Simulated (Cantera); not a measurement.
Input: 1 mol CH3SiCl3, 0.55 mol C2H4, 130 mol H2, at 1025 K and 27.0 mbar.

Method: chemical equilibrium by Gibbs-energy minimisation in Cantera with the NASA 1993 tables (ideal gas, pure condensed phases). Candidate condensed phases: C, C6H6, C7H8, C8H18, Si, SiC; 109 gas species. The feed counts by its element totals alone. The numbers say what is thermodynamically allowed, not how fast it happens.

Base state: H2 0.976, HCl 0.0224, CH4 0.00189 (mole fractions); condensed: C(graphite) + SiC(s).

### Question
What changes in the equilibrium state with this change: pressure from 27.0 mbar to 2.30 mbar?

### Answer
| species | before | after |
|---|---|---|
| H2 | 0.976 | 0.977 |
| HCl | 0.0224 | 0.0224 |
| CH4 | 0.00189 | 0.000162 |
| C(graphite), mol | 0.849 | 1.08 |
| SiC(s), mol | 0.999 | 1.000 |
